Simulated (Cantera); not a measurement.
Charge: 1 mol Ta, 38 mol N₂, 2.7 mol N₂O, held at 0.100 bar.

Method: chemical equilibrium by Gibbs-energy minimisation in Cantera with the NASA 1993 tables (ideal gas, pure condensed phases). Candidate condensed phases: Ta, Ta₂O₅; 12 gas species. Rates play no part.

Problem. At 1723 K, list the 3 most abundant gas species with their mole fractions, and the condensed phases.

Solution. N₂ 0.997, O₂ 0.00226, NO 0.000369. Condensed: Ta₂O₅(s).
